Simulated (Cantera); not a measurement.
A Cantera script and what it prints.

```python
import numpy as np
import cantera as ct

gas_names = """
    CL CL2 H HCL H2 N NH NH2 NH3 N2 N2H2 N2H4 Si SiCL SiCL2 SiCL3 SiCL4 SiH SiHCL3 SiH2 SiH2CL2 SiH3
    SiH3CL SiH4 SiN Si2 Si2N Si3
""".split()
cond_names = """
    NH4CL(a) NH4CL(b) Si(cr) Si(L) Si3N4(a)
""".split()


# ... load() reads the species with a 1 bar reference pressure and builds the phases ...
atoms = {
    'SiH2Cl2': {'Si': 1, 'H': 2, 'CL': 2},
    'NH3': {'N': 1, 'H': 3},
    'N2': {'N': 2},
}
top_T = {'Si3N4(a)': 2400}  # K; cautious upper limits of use, not melting points


# ... equilibrate(T, P, feed) seeds the gas with the atoms and calls Mixture.equilibrate('TP', solver="vcs", rtol=1e-11, max_steps=5000) ...
results = []
feed = {'SiH2Cl2': 1, 'NH3': 0.11, 'N2': 1.6}  # mol
P = 100  # Pa
for T in [825, 900, 975, 1050, 1125, 1200, 1275, 1350, 1425]:
    mix = equilibrate(T, P, feed)
    results.append((T, P, feed, dict(zip(mix.species_names, mix.species_moles))))

top = {s: max(r[3][s] / sum(r[3][g] for g in gas_names) for r in results) for s in gas_names}
cols = sorted((s for s in top if top[s] > 1e-06), key=lambda s: -top[s])[:6]
seen = [c for c in cond_names if any(r[3].get(c, 0) > 1e-12 for r in results)]
print("log10 of partial pressures in bar; condensed amounts in mol")
print(f"{'T/K':>10s}" + "".join(f"{s[:9]:>10s}" for s in cols + seen))
for T, P, feed, n in results:
    ng = sum(n[g] for g in gas_names)
    print(f"{T:10.4g}" + "".join(f"{np.log10(max(n[s] / ng * P / 1e5, 1e-99)):10.3f}" for s in cols)
          + "".join(f"{n.get(c, 0):10.4g}" for c in seen))
```

It prints:

```
log10 of partial pressures in bar; condensed amounts in mol
       T/K       HCL        N2        H2     SiCL2     SiCL4     SiCL3  Si3N4(a)
       825    -3.433    -3.435    -3.714   -10.768    -4.156    -8.435    0.2615
       900    -3.409    -3.440    -3.739    -9.289    -4.191    -7.579    0.2669
       975    -3.391    -3.444    -3.761    -8.041    -4.223    -6.858    0.2713
      1050    -3.377    -3.447    -3.780    -6.977    -4.253    -6.244    0.2748
      1125    -3.366    -3.450    -3.795    -6.061    -4.288    -5.720    0.2768
      1200    -3.363    -3.451    -3.806    -5.277    -4.346    -5.283    0.2751
      1275    -3.377    -3.448    -3.804    -4.634    -4.488    -4.967    0.2624
      1350    -3.429    -3.439    -3.776    -4.176    -4.832    -4.853    0.2283
      1425    -3.531    -3.422    -3.716    -3.918    -5.435    -4.974    0.1787
```

These are equilibrium values from Cantera (NASA tables, ideal gas, pure condensed phases), not measurements of a reactor. The tables' values for SiCl3 are old estimates; treat these amounts as uncertain.
